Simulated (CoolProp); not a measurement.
A single-stage vapour-compression cycle with the fluid: evaporating at 261.15 K (dew point), condensing at 329.15 K (bubble point), superheat 8 K, subcooling 0 K, compressor efficiency 0.8, no pressure losses. The same conditions are run with several fluids, on thermodynamics alone (safety and materials aside).

Values from CoolProp's reference Helmholtz-energy equation of state of each fluid (R245ca: Zhou 2016; vinyl chloride: Thol 2022; isobutane: Bücker 2006; cis-2-butene: Lemmon 2005; R134a: Tillner-Roth 1994; R141b: Lemmon 2006).

Rank R245ca, vinyl chloride, isobutane, cis-2-butene, R134a, R141b by cooling COP, highest first.

R141b (2.43), vinyl chloride (2.39), cis-2-butene (2.35), R245ca (2.24), isobutane (2.12), R134a (2.04)

| fluid | pressure ratio | discharge temperature (K) | refrigerating effect (kJ/kg) | volumetric capacity (kJ/m³) |
|---|---|---|---|---|
| R245ca | 15.7 | 342.3 | 138 | 154 |
| vinyl chloride | 8.28 | 394.7 | 256 | 804 |
| isobutane | 7.89 | 340.1 | 213 | 576 |
| cis-2-butene | 9.81 | 358.9 | 287 | 393 |
| R134a | 8.25 | 354.3 | 117 | 1050 |
| R141b | 13.9 | 363.0 | 170 | 142 |
